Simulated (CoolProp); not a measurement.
Vapour-liquid equilibrium of carbon dioxide (1) + R152A (2) at 233 K; x and y are mole fractions of (1).

Values from CoolProp's multi-fluid Helmholtz-energy mixture model, Span 1996 and Outcalt 1996; pair parameters Bell 2016.

| x | bubble pressure, mixture model (MPa) | bubble pressure, Raoult's law (MPa) | y, mixture model | y, Raoult's law |
|---|---|---|---|---|
| 0.05 | 0.09392 | 0.09445 | 0.517 | 0.529 |
| 0.15 | 0.1889 | 0.1897 | 0.778 | 0.790 |
| 0.25 | 0.2837 | 0.2849 | 0.865 | 0.877 |
| 0.35 | 0.3777 | 0.3801 | 0.909 | 0.920 |
| 0.45 | 0.4706 | 0.4753 | 0.935 | 0.946 |
| 0.55 | 0.5627 | 0.5705 | 0.954 | 0.963 |
| 0.65 | 0.6550 | 0.6657 | 0.967 | 0.975 |
| 0.75 | 0.7485 | 0.7609 | 0.978 | 0.985 |
| 0.85 | 0.8448 | 0.8561 | 0.988 | 0.992 |
| 0.95 | 0.9460 | 0.9514 | 0.996 | 0.998 |

The largest gap from Raoult's law is -1.6 % in bubble pressure, at x = 0.75. No azeotrope shows between x = 0.05 and 0.95.

Pair parameters are fitted to limited data, so mixtures are less certain than the pure fluids.
